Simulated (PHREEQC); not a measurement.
0.029 g of hydrous ferric oxide (600 m²/g; 0.2 weak and 0.005 strong sites per Fe, Dzombak-Morel constants, diffuse double layer) in 1 kg of water with 0.001 mol/kgw of an inert sodium salt and 5.4e-07 mol ZnCl2, at 25 °C; the pH is set by adding NaOH or the inert anion's acid. O2 is buffered at 0.21 atm. The system is closed to CO2. Nothing may precipitate in this run.

Base run: PHREEQC, ion-association model, wateq4f.dat. Each further column changes one thing. The table gives surface charge σ (C/m²).

```json
[
 {"pH": "4", "base": "0.117", "background salt from 0.001 to 0.0001 mol/kgw": "…", "oxide from 0.029 to 0.15 g/kgw": "0.119", "1.7e-05 mol/kgw ZnSO4 added": "0.057"},
 {"pH": "5", "base": "0.050", "background salt from 0.001 to 0.0001 mol/kgw": "0.020", "oxide from 0.029 to 0.15 g/kgw": "0.051", "1.7e-05 mol/kgw ZnSO4 added": "0.024"},
 {"pH": "6", "base": "0.019", "background salt from 0.001 to 0.0001 mol/kgw": "0.006", "oxide from 0.029 to 0.15 g/kgw": "0.019", "1.7e-05 mol/kgw ZnSO4 added": "0.013"},
 {"pH": "6.5", "base": "0.011", "background salt from 0.001 to 0.0001 mol/kgw": "0.004", "oxide from 0.029 to 0.15 g/kgw": "0.011", "1.7e-05 mol/kgw ZnSO4 added": "…"},
 {"pH": "7.5", "base": "0.003", "background salt from 0.001 to 0.0001 mol/kgw": "0.001", "oxide from 0.029 to 0.15 g/kgw": "0.003", "1.7e-05 mol/kgw ZnSO4 added": "0.005"},
 {"pH": "8.5", "base": "-0.002", "background salt from 0.001 to 0.0001 mol/kgw": "-0.001", "oxide from 0.029 to 0.15 g/kgw": "-0.002", "1.7e-05 mol/kgw ZnSO4 added": "0.001"},
 {"pH": "9.5", "base": "-0.008", "background salt from 0.001 to 0.0001 mol/kgw": "-0.003", "oxide from 0.029 to 0.15 g/kgw": "-0.008", "1.7e-05 mol/kgw ZnSO4 added": "…"},
 {"pH": "10", "base": "-0.015", "background salt from 0.001 to 0.0001 mol/kgw": "-0.007", "oxide from 0.029 to 0.15 g/kgw": "-0.015", "1.7e-05 mol/kgw ZnSO4 added": "-0.008"},
 {"pH": "11", "base": "-0.053", "background salt from 0.001 to 0.0001 mol/kgw": "-0.042", "oxide from 0.029 to 0.15 g/kgw": "-0.054", "1.7e-05 mol/kgw ZnSO4 added": "-0.031"},
 {"pH": "12", "base": "-0.198", "background salt from 0.001 to 0.0001 mol/kgw": "…", "oxide from 0.029 to 0.15 g/kgw": "-0.200", "1.7e-05 mol/kgw ZnSO4 added": "-0.150"}
]
```

Complete the blanks.


- 4, background salt from 0.001 to 0.0001 mol/kgw: 0.066
- 6.5, 1.7e-05 mol/kgw ZnSO4 added: 0.010
- 9.5, 1.7e-05 mol/kgw ZnSO4 added: -0.004
- 12, background salt from 0.001 to 0.0001 mol/kgw: -0.194
